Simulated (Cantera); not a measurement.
A freely propagating, adiabatic, planar premixed flame of H₂ : O₂ : N₂ = 1 : 0.217 : 0.817 (molar parts), unburnt at 700 K and 0.130 bar; mixture-averaged transport, grid criteria slope 0.08 and curve 0.16, no radiation.

Cantera simulation using the H2/O2 subset of GRI-Mech 3.0, which has no nitrogen chemistry; the numbers are that mechanism's predictions, not measurements. Burning velocities carry a grid error of a few per cent, more on coarse grids.

**Question.** How do the results move with these cheaper or finer settings: unity-Lewis-number transport; multicomponent transport; multicomponent+Soret transport; grid criteria slope 0.5, curve 1; grid criteria slope 0.25, curve 0.5; grid criteria slope 0.03, curve 0.06?

**Answer.** 
```tsv
setting	laminar burning velocity	thermal thickness	peak x(H)	peak x(O)	grid points
as above	909 cm/s	7.05 mm	0.140	0.00447	142
unity-Lewis-number transport	572 cm/s	6.14 mm	0.138	0.00310	132
multicomponent transport	884 cm/s	7.07 mm	0.140	0.00433	142
multicomponent+Soret transport	865 cm/s	7.01 mm	0.139	0.00432	142
grid criteria slope 0.5, curve 1	1300 cm/s	12.7 mm	0.141	0.00375	48
grid criteria slope 0.25, curve 0.5	996 cm/s	8.52 mm	0.141	0.00414	78
grid criteria slope 0.03, curve 0.06	876 cm/s	6.64 mm	0.139	0.00455	302
```
Unity Lewis numbers drop preferential diffusion, which matters most where H2 and H carry the flame; Soret adds thermal diffusion.
